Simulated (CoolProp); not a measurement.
Properties of sulfur dioxide at several states (Tc = 430.6 K, pc = 7887 kPa, ω = 0.256).

Values from CoolProp's reference Helmholtz-energy equation of state, Gao 2016.

```csv
T (K),p (kPa),phase,density (kg/m³),cp (kJ/(kg K)),expansivity (1/kK)
299.1,78.1,gas,2.038,[?],3.510
336.6,70.3,gas,1.621,[?],3.052
313.6,28.6,gas,0.7054,[?],3.235
```

Task: Some entries are withheld; supply them.

Result: 
- 299.1, cp (kJ/(kg K)): 0.6433
- 336.6, cp (kJ/(kg K)): 0.6547
- 313.6, cp (kJ/(kg K)): 0.6372
